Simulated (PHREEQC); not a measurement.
1.7 g of hydrous ferric oxide (600 m²/g; 0.2 weak and 0.005 strong sites per Fe, Dzombak-Morel constants, diffuse double layer) in 1 kg of water with 0.01 mol/kgw of an inert sodium salt, at 25 °C; the pH is set by adding NaOH or the inert anion's acid. O2 is buffered at 0.21 atm. The system is closed to CO2. No solid was allowed to form.

Equilibrium calculation in PHREEQC: ion-association model, wateq4f.dat.

| pH | surface charge σ (C/m²) | surface potential ψ (mV) |
|---|---|---|
| 4 | 0.221 | 183 |
| 4.67 | 0.146 | 163 |
| 5.33 | 0.089 | 139 |
| 6 | 0.050 | 110 |
| 6.67 | 0.025 | 78 |
| 7.33 | 0.011 | 43 |
| 8 | ___ | 6 |
| 8.67 | -0.008 | -31 |
| 9.33 | -0.020 | -66 |
| 10 | -0.041 | -100 |
| 10.67 | ___ | ___ |
| 11.33 | -0.133 | -154 |
| 12 | -0.231 | -168 |

Task: What belongs in the gaps?

Result: 
- 8, surface charge σ (C/m²): 0.001
- 10.67, surface charge σ (C/m²): -0.076
- 10.67, surface potential ψ (mV): -130
